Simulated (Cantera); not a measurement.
# Premixed flame

A freely propagating, adiabatic, planar premixed flame of 31.6 % H2, 14.4 % O2, 54.0 % N2, equivalence ratio 1.1, unburnt at 600 K and 120 Torr; multicomponent transport, grid criteria slope 0.08 and curve 0.16, no radiation.

Detailed kinetics in Cantera: the H2/O2 subset of GRI-Mech 3.0, which has no nitrogen chemistry. Burning velocities carry a grid error of a few per cent, more on coarse grids.

```tsv
z (mm)	T (K)	u (m/s)	x H2	x O2	x HO2	x H2O2	x H2O	x H
-15.3	600	6.27	0.316	0.144	<1e-8	<1e-8	<1e-8	<1e-8
-10.2	600	6.27	0.316	0.144	<1e-8	<1e-8	<1e-8	<1e-8
-7.63	600	6.27	0.316	0.144	<1e-8	<1e-8	<1e-8	<1e-8
-5.09	600	6.27	0.316	0.144	3.01e-7	<1e-8	1.44e-8	1.35e-7
-2.54	606	6.33	0.315	0.144	5.70e-5	5.10e-7	0.000419	0.000277
-1.27	723	7.49	0.296	0.140	4.08e-5	9.18e-7	0.0108	0.00834
0	1122	11.2	0.154	0.0903	1.67e-5	7.80e-7	0.114	0.0696
1.27	1402	13.9	0.0602	0.0336	5.64e-6	8.73e-7	0.215	0.0975
2.54	1522	14.9	0.0569	0.0275	4.01e-6	6.65e-7	0.226	0.0886
5.09	1663	16.2	0.0596	0.0245	3.02e-6	3.95e-7	0.233	0.0743
10.2	1821	17.5	0.0611	0.0212	2.21e-6	2.07e-7	0.243	0.0591
20.3	1984	18.8	0.0606	0.0177	1.59e-6	1.10e-7	0.254	0.0445
40.7	2145	20.1	0.0580	0.0140	1.19e-6	6.63e-8	0.268	0.0316
```
x: mole fraction of selected species; z is measured from the peak of heat release.

```
Item                         Value
------------------------  --------
laminar burning velocity  627 cm/s
thermal thickness          5.09 mm
peak x(HO2)                5.86e-5
peak x(H2O2)               1.06e-6
peak x(H)                   0.0979
grid points                    137
```
